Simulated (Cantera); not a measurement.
A closed system holds: 1 mol N₂O, 0.29 mol O₂, 2.1 mol H₂, equilibrated at 1723.15 K.

Equilibrium computed with Cantera from the NASA thermochemical tables; the gas is ideal and each condensed phase is pure. Candidate condensed phases: H₂O; 24 gas species. The numbers say what is thermodynamically allowed, not how fast it happens.

At 14.0 mbar, list the 4 most abundant gas species with their mole fractions, and the condensed phases.

H₂O 0.509, N₂ 0.322, H₂ 0.167, H 0.000631. Condensed: gas only.
